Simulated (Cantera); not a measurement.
A closed system holds: 1 mol Si3H8, 0.46 mol HCl, 11 mol N2, held at 2.55 Torr.

Equilibrium computed with Cantera from the NASA thermochemical tables; the gas is ideal and each condensed phase is pure. Candidate condensed phases: NH4Cl, Si, Si3N4; 28 gas species. The feed counts by its element totals alone. N2 is the only nitrogen source here; it is nearly inert below about 1500 K, so the nitride shown seldom forms there in practice. The tables' values for SiCl, SiN, SiCl3 are old estimates; treat these amounts as uncertain. Equilibrium is a limit: real reactors are often held back by kinetics, nucleation or transport.

x: gas mole fraction; n: condensed amount in mol.

```
T (K)   x N2   x H2       x HCl     x SiCl2         x H        x Si        x Cl  n Si3N4(s)  n Si(l)
-----  -----  -----  ----------  ----------  ----------  ----------  ----------  ----------  -------
1250   0.669  0.297      0.0341     1.44e-5     4.52e-6    3.56e-12     4.44e-7       1.000        0
1300   0.669  0.297      0.0341     3.79e-5     1.03e-5    4.63e-11     1.00e-6       1.000        0
1350   0.669  0.297      0.0340     9.24e-5     2.23e-5    4.96e-10     2.12e-6       1.000        0
1400   0.669  0.297      0.0337    0.000209     4.55e-5     4.49e-9     4.25e-6       0.999        0
1450   0.669  0.297      0.0333    0.000440     8.85e-5     3.48e-8     8.05e-6       0.998        0
1500   0.669  0.298      0.0324    0.000857    0.000165     2.34e-7     1.44e-5       0.996        0
1550   0.669  0.298      0.0310     0.00153    0.000295     1.40e-6     2.45e-5       0.993        0
1600   0.669  0.299      0.0290     0.00251    0.000510     7.42e-6     3.91e-5       0.989        0
1650   0.669  0.300  (withheld)  (withheld)  (withheld)  (withheld)  (withheld)       0.983        0
1700   0.669  0.300  (withheld)     0.00514  (withheld)  (withheld)  (withheld)       0.976        0
1750   0.710  0.262      0.0197     0.00490     0.00204    0.000441    0.000118           0     2.91
```

**Question.** Some entries are withheld; supply them.

**Answer.** 
- 1650, x HCl: 0.0265
- 1650, x SiCl2: 0.00375
- 1650, x H: 0.000853
- 1650, x Si: 3.56e-5
- 1650, x Cl: 5.90e-5
- 1700, x HCl: 0.0236
- 1700, x H: 0.00138
- 1700, x Si: 0.000155
- 1700, x Cl: 8.44e-5
